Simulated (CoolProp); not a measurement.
Saturated liquid density (kg/m³) of dimethyl carbonate: the reference equation beside estimates from Tc = 557.0 K, pc = 4909 kPa, ω = 0.346.

The numbers come from the reference Helmholtz-energy equation of state, Zhou 2011 in CoolProp.

```tsv
T (K)	reference	van der Waals	Redlich-Kwong	Soave-Redlich-Kwong	Peng-Robinson
408.9	905.8	528.2	760.2	806.3	913.5
422.5	884.0	515.5	737.4	784.1	889.0
436	861.5	502.1	713.4	760.3	862.5
449.6	837.8	487.8	687.6	734.3	833.4
463.1	812.9	472.6	660.2	706.2	801.7
476.7	786.2	456.0	630.4	675.1	766.3
490.3	757.2	438.0	598.0	640.6	726.7
503.8	725.1	418.1	562.4	602.0	682.0
```

Absolute difference from the reference over all 8 rows, mean and median: van der Waals 41.9 and 41.8 %, Redlich-Kwong 18.7 and 18.4 %, Soave-Redlich-Kwong 13.3 and 12.7 %, Peng-Robinson 2.0 and 1.1 %.
